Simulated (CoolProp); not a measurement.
The numbers come from the reference Helmholtz-energy equation of state, Zhou 2011 in CoolProp.

Question: For dimethyl carbonate, give the phase and the cp (kJ/(kg K)), speed of sound (m/s) at 600 K and 37.3 kPa; 600 K and 511 kPa; 600 K and 1450 kPa.

Answer: 
- 600 K and 37.3 kPa: gas; cp 1.86, speed of sound 241
- 600 K and 511 kPa: gas; cp 1.88, speed of sound 235
- 600 K and 1450 kPa: gas; cp 1.92, speed of sound 223
